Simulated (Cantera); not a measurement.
Feed: 1 mol TiCl₄, 3.2 mol H₂O, at 827 °C and 0.0100 bar.

Method: chemical equilibrium by Gibbs-energy minimisation in Cantera with the NASA 1993 tables (ideal gas, pure condensed phases). Candidate condensed phases: H₂O, Ti, TiCl₂, TiCl₃, TiCl₄, TiO, TiO₂, Ti₂O₃, Ti₃O₅, Ti₄O₇; 23 gas species. Condensed phases not in the tables: TiOCl. Kinetics and transport are ignored.

Q: What is the equilibrium state?

A: 
```json
{
 "x(HCl)": "0.769",
 "x(H₂O)": "0.231",
 "x(Cl)": "3.64e-5",
 "x(H₂)": "2.40e-5",
 "x(Cl₂)": "5.76e-6",
 "n(TiO₂(rutile))": "1.00 mol",
 "gas_amount": "5.200 mol",
 "log10 activity of Ti₄O₇(s) (absent)": "-7.48",
 "log10 activity of Ti₃O₅(s) (absent)": "-7.71",
 "log10 activity of Ti₂O₃(s) (absent)": "-8.11"
}
```
